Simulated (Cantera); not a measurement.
Input (Python, Cantera):

```python
import numpy as np
import cantera as ct

gas = ct.Solution("h2o2.yaml")
gas.TPX = 450, 58000, {'H2': 1, 'O2': 0.25, 'N2': 0.75}
flame = ct.FreeFlame(gas, width=0.059)
flame.set_refine_criteria(ratio=3, slope=0.08, curve=0.16)
flame.transport_model = "mixture-averaged"
flame.solve(loglevel=0, auto=True)
z, T = flame.grid, flame.T
thick = (T[-1] - T[0]) / np.gradient(T, z).max()
show = ['H2', 'O2', 'O', 'H2O', 'HO2', 'OH']
print(f"laminar burning velocity  {flame.velocity[0] * 100:.3f} cm/s")
print(f"burnt temperature         {T[-1]:.1f} K")
print(f"thermal thickness         {thick * 1e3:.4f} mm")
print(f"grid points               {len(z)}")
z0 = z[flame.heat_release_rate.argmax()]
print(f"{'z/mm':>9s}{'T/K':>9s}{'u/(m/s)':>9s}" + "".join(f"{s:>11s}" for s in show))
rows = []
for k in (-3, -2, -1.5, -1, -0.5, -0.25, 0, 0.25, 0.5, 1, 2, 4, 8):
    zz = z0 + k * thick
    rows.append([k * thick, np.interp(zz, z, T), np.interp(zz, z, flame.velocity),
                 *(np.interp(zz, z, flame.X[gas.species_index(s)]) for s in show)])
    print(f"{rows[-1][0] * 1e3:9.3f}{rows[-1][1]:9.1f}{rows[-1][2]:9.3f}" + "".join(f"{x:11.3e}" for x in rows[-1][3:]))
```

Result:

```
laminar burning velocity  622.633 cm/s
burnt temperature         2298.1 K
thermal thickness         0.8008 mm
grid points               133
     z/mm      T/K  u/(m/s)         H2         O2          O        H2O        HO2         OH
   -2.403    450.0    6.226  5.000e-01  1.250e-01  9.373e-17  1.356e-15  7.863e-15  1.031e-18
   -1.602    450.0    6.226  5.000e-01  1.250e-01  2.840e-14  4.440e-13  7.266e-13  3.118e-16
   -1.201    450.0    6.226  5.000e-01  1.250e-01  3.180e-12  5.865e-11  1.321e-10  3.496e-14
   -0.801    450.0    6.226  5.000e-01  1.250e-01  7.420e-10  2.033e-08  5.842e-08  1.273e-11
   -0.400    465.7    6.419  4.976e-01  1.252e-01  5.473e-06  4.401e-04  1.896e-04  4.654e-05
   -0.200    723.7    9.722  4.630e-01  1.190e-01  2.545e-04  2.097e-02  1.416e-04  7.363e-04
    0.000   1170.5   15.236  3.456e-01  7.748e-02  3.644e-03  1.126e-01  4.973e-05  2.216e-03
    0.200   1456.0   18.822  2.413e-01  1.744e-02  3.981e-03  2.268e-01  1.080e-05  4.340e-03
    0.400   1572.9   20.222  2.220e-01  3.073e-03  2.318e-03  2.564e-01  1.817e-06  4.804e-03
    0.801   1687.2   21.523  2.277e-01  1.000e-03  1.842e-03  2.622e-01  5.707e-07  5.456e-03
    1.602   1812.4   22.906  2.384e-01  7.252e-04  1.476e-03  2.652e-01  3.957e-07  5.858e-03
    3.203   1940.0   24.275  2.493e-01  4.829e-04  1.025e-03  2.690e-01  2.645e-07  5.734e-03
    6.407   2056.5   25.492  2.591e-01  2.766e-04  6.076e-04  2.732e-01  1.630e-07  5.032e-03
```

Detailed kinetics in Cantera: the H2/O2 subset of GRI-Mech 3.0, which has no nitrogen chemistry. Burning velocities carry a grid error of a few per cent, more on coarse grids.
